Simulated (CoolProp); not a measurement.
Vapour-liquid equilibrium of sulfur hexafluoride (1) + R113 (2) at 245.2 K; x and y are mole fractions of (1).

Values from CoolProp's multi-fluid Helmholtz-energy mixture model, Guder 2009 and Marx 1992; pair parameters Bell 2016.

```tsv
x	bubble pressure (MPa)	y at the bubble point	dew pressure at overall composition x (MPa)	liquid density (mol/L)
0.05	0.06697	0.951	0.003385	9.114
0.125	0.09726	0.967	0.003675	9.302
0.2	0.1060	0.970	0.004020	9.506
0.275	0.1126	0.972	0.004437	9.727
0.35	0.1228	0.975	0.004949	9.963
0.425	0.1391	0.979	0.005595	10.21
0.5	0.1632	0.984	0.006436	10.47
0.575	0.1968	0.989	0.007573	10.74
0.65	0.2413	0.993	0.009200	11.02
0.725	0.2971	0.996	0.01172	11.28
0.8	0.3622	0.998	0.01613	11.53
0.875	0.4309	0.999	0.02587	11.73
0.95	0.4942	1.000	0.06500	11.86
```

No azeotrope shows between x = 0.05 and 0.95.

Pair parameters are fitted to limited data, so mixtures are less certain than the pure fluids. The gap from Raoult's law changes sign with composition, which may be real or a fault of the pair parameters; it wasn't checked against measurements. With so large a gap from Raoult's law the liquid may split in two, which this calculation doesn't test in full.
